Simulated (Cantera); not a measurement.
A Cantera script and what it prints.

```python
import numpy as np
import cantera as ct

gas_names = [...]  # 110 gases of nasa_gas.yaml made of C, F, H
cond_names = """
    C(gr) C6H6(L) C7H8(L) C8H18(L),n-octa
""".split()


# ... load() reads the species with a 1 bar reference pressure and builds the phases ...
atoms = {
    'CH2F2': {'C': 1, 'H': 2, 'F': 2},
    'H2': {'H': 2},
}
top_T = {'C(gr)': 4500}  # K; cautious upper limits of use, not melting points


# ... equilibrate(T, P, feed) seeds the gas with the atoms and calls Mixture.equilibrate('TP', solver="vcs", rtol=1e-11, max_steps=5000) ...
results = []
feed = {'CH2F2': 1, 'H2': 0.44}  # mol
P = 133.322  # Pa
for T in [3000, 3500, 4000, 4500, 5000]:
    mix = equilibrate(T, P, feed)
    results.append((T, P, feed, dict(zip(mix.species_names, mix.species_moles))))
    x = sorted(zip(gas.X, gas.species_names), reverse=True)
    print(f"T = {T:g} K  P = {P:g} Pa  gas = {mix.phase_moles(0):.4g} mol")
    print("   x: " + "  ".join(f"{s} {v:.3e}" for v, s in x if v > 0.001))
    print("   condensed (mol): " + ("  ".join(f"{mix.phase(i).name} {mix.phase_moles(i):.4g}"
          for i in range(1, mix.n_phases) if mix.phase_moles(i) > 1e-12) or "none"))
```

Output:

```
T = 3000 K  P = 133.322 Pa  gas = 3.763 mol
   x: HF 3.936e-01  H 3.561e-01  F 1.279e-01  C3 6.763e-02  C 2.513e-02  C2 1.039e-02  CF 9.785e-03  H2 6.781e-03  C2H 1.664e-03
   condensed (mol): none
T = 3500 K  P = 133.322 Pa  gas = 5.494 mol
   x: H 4.794e-01  F 3.156e-01  C 1.403e-01  HF 4.292e-02  C2 9.737e-03  CF 5.527e-03  C3 5.473e-03
   condensed (mol): none
T = 4000 K  P = 133.322 Pa  gas = 5.848 mol
   x: H 4.886e-01  F 3.378e-01  C 1.682e-01  HF 3.575e-03  C2 1.008e-03
   condensed (mol): none
T = 4500 K  P = 133.322 Pa  gas = 5.876 mol
   x: H 4.896e-01  F 3.398e-01  C 1.697e-01
   condensed (mol): none
T = 5000 K  P = 133.322 Pa  gas = 5.883 mol
   x: H 4.894e-01  F 3.398e-01  C 1.693e-01
   condensed (mol): none
```

Cantera equilibrium calculation (NASA polynomials, part measured and part estimated; ideal gas, pure solids and liquids).
